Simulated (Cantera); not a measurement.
What does this Cantera script print?

```python
import numpy as np
import cantera as ct

gas = ct.Solution("gri30.yaml")
gas.TPX = 1200, 720, {'H2': 0.16, 'O2': 1, 'N2': 2.1}
inlet = ct.Reservoir(gas, clone=True)

reactor = ct.IdealGasConstPressureReactor(gas, energy="off", clone=False)
exhaust = ct.Reservoir(gas, clone=True)
tau = [16, 4.3, 1.2, 0.32, 0.087, 0.024, 0.0064, 0.0017][0]
for a, b in ((inlet, reactor), (reactor, exhaust)):
    ct.MassFlowController(a, b, mdot=lambda t: reactor.mass / tau)
net = ct.ReactorNet([reactor])
show = ['H2', 'O2', 'H2O', 'N2O', 'OH', 'NO2']

rows = []
print(f"{'tau/s':>10s}{'T/K':>9s}" + "".join(f"{s:>11s}" for s in show))
for tau in [16, 4.3, 1.2, 0.32, 0.087, 0.024, 0.0064, 0.0017]:
    net.initial_time = 0.0
    net.advance(30 * tau)
    before = gas.X
    net.advance(40 * tau)
    drift = np.max(np.abs(gas.X - before) / (gas.X + 1e-9))
    rows.append([gas.T, *gas[show].X, drift])
    print(f"{tau:10.3e}{gas.T:9.1f}" + "".join(f"{x:11.3e}" for x in gas[show].X))
```

It prints:

```
     tau/s      T/K         H2         O2        H2O        N2O         OH        NO2
 1.600e+01   1200.0  1.190e-04  2.884e-01  4.974e-02  7.135e-09  6.597e-04  1.135e-11
 4.300e+00   1200.0  2.716e-04  2.874e-01  4.915e-02  5.483e-09  1.005e-03  1.066e-11
 1.200e+00   1200.0  5.779e-04  2.855e-01  4.784e-02  4.124e-09  1.473e-03  1.048e-11
 3.200e-01   1200.0  1.138e-03  2.822e-01  4.510e-02  3.075e-09  2.047e-03  8.807e-12
 8.700e-02   1200.0  1.941e-03  2.788e-01  4.133e-02  2.367e-09  2.559e-03  4.982e-12
 2.400e-02   1200.0  3.361e-03  2.778e-01  3.767e-02  1.728e-09  3.019e-03  1.709e-12
 6.400e-03   1200.0  7.346e-03  2.806e-01  3.267e-02  9.195e-10  3.606e-03  3.588e-13
 1.700e-03   1200.0  1.886e-02  2.884e-01  2.253e-02  2.584e-10  3.760e-03  4.275e-14
```

Computed with Cantera and GRI-Mech 3.0 (53 species, 325 reactions). Radical loss at walls, strong at low pressure, is not modelled. The temperature is held fixed by assumption; the heat of reaction is taken as removed at once.
